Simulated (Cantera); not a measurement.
Charge: 1 mol CH4, 1.1 mol NH3, 8 mol N2, equilibrated at 100 Torr.

These are equilibrium values from Cantera (NASA tables, ideal gas, pure condensed phases), not measurements of a reactor. Candidate condensed phases: C, C6H6, C7H8, C8H18; 92 gas species. The numbers say what is thermodynamically allowed, not how fast it happens.

Task: What share of the C ends up in condensed phases as a function of T (K), at 2023, 2073, 2123, 2173, 2223, 2273, 2323, 2373, 2423, 2473?

Result: 
```
T (K)  C condensed (%)           as
-----  ---------------  -----------
2023              89.9  C(graphite)
2073              87.7  C(graphite)
2123              85.2  C(graphite)
2173              82.2  C(graphite)
2223              78.9  C(graphite)
2273              75.1  C(graphite)
2323              70.8  C(graphite)
2373              66.1  C(graphite)
2423              60.8  C(graphite)
2473              55.0  C(graphite)
```
